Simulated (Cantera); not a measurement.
## Equilibrium for silicon oxide and oxynitride deposition: SiH4 + H2O

Input: 1 mol SiH4, 0.73 mol H2O, at 1523.15 K and 0.100 bar.

Cantera equilibrium calculation (NASA polynomials, part measured and part estimated; ideal gas, pure solids and liquids). Candidate condensed phases: H2O, Si, SiO2; 18 gas species. Mutual solubility and eutectic melting of coexisting phases are not modelled. The tables hold silica as quartz up to 1696 K and as liquid above; real silica turns to tridymite and cristobalite and melts near 1996 K. Equilibrium is a limit: real reactors are often held back by kinetics, nucleation or transport.

```yaml
x(H2): 0.992
x(SiO): 0.00785
x(H): 7.29e-5
x(H2O): 4.19e-6
x(SiH2): 1.99e-6
n(Si(s)): 0.624 mol
n(SiO2(β-quartz)): 0.354 mol
gas_amount: 2.752 mol
```
